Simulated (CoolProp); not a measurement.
Properties of R1123 along the isobar 13200 kPa (Tc = 331.7 K, pc = 4549 kPa, ω = 0.243).

Computed with CoolProp (reference Helmholtz-energy equation of state, Akasaka 2020).

```csv
T (K),phase,cp (kJ/(kg K)),cv (kJ/(kg K)),speed of sound (m/s),expansivity (1/kK)
284.3,liquid,1.383,0.8476,573.7,3.055
291,liquid,1.403,0.8537,546.0,3.228
297.6,liquid,1.426,0.8601,519.1,3.420
304.3,liquid,1.451,0.8669,492.2,3.642
310.9,liquid,1.479,0.8739,466.2,3.891
317.5,liquid,1.509,0.8813,440.7,4.176
324.2,liquid,1.543,0.8890,415.3,4.506
330.8,liquid,1.580,0.8970,390.8,4.877
337.5,supercritical,1.619,0.9054,366.7,5.305
344.1,supercritical,1.661,0.9139,343.7,5.779
350.8,supercritical,1.704,0.9229,321.3,6.314
357.4,supercritical,1.747,0.9318,300.4,6.886
364,supercritical,1.788,0.9407,281.0,7.483
```
